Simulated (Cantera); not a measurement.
An adiabatic, constant-pressure homogeneous reactor starts with CH₄ : O₂ : N₂ = 1 : 0.87 : 3.27 (molar parts), equivalence ratio 2.3, at 1225 K and 5.53 atm. Integrator tolerance rtol = 1e-08.

Cantera simulation using GRI-Mech 3.0 (53 species, 325 reactions); the numbers are that mechanism's predictions, not measurements.

```json
[
 {"quantity": "time of steepest temperature rise", "before": "10.3 ms", "after": "0.118 s"},
 {"quantity": "temperature at 0.200 s", "before": "2137 K", "after": "1978 K"},
 {"quantity": "equilibrium temperature", "before": "2137 K", "after": "1978 K"},
 {"quantity": "x(CH₄) at 0.200 s", "before": "7.98e-9 (gas-phase equilibrium 9.05e-9)", "after": "2.31e-5 (gas-phase equilibrium 2.52e-8)"},
 {"quantity": "x(O₂) at 0.200 s", "before": "2.47e-8 (gas-phase equilibrium 2.47e-8)", "after": "2.43e-9 (gas-phase equilibrium 2.43e-9)"},
 {"quantity": "x(C₂H₆) at 0.200 s", "before": "<1e-12 (gas-phase equilibrium <1e-12)", "after": "2.61e-11 (gas-phase equilibrium <1e-12)"},
 {"quantity": "x(C₂H) at 0.200 s", "before": "<1e-12 (gas-phase equilibrium <1e-12)", "after": "2.78e-11 (gas-phase equilibrium <1e-12)"},
 {"quantity": "x(C₂H₂) at 0.200 s", "before": "4.66e-12 (gas-phase equilibrium 5.27e-12)", "after": "1.25e-6 (gas-phase equilibrium 6.61e-12)"}
]
```

Q: Name the change that produced these shifts.
A. initial temperature 1225 to 1048 K
B. pressure from 5.53 atm to 0.237 atm
C. initial temperature 1225 to 1823 K
D. initial temperature 1225 to 1125 K

A: A, initial temperature 1225 to 1048 K
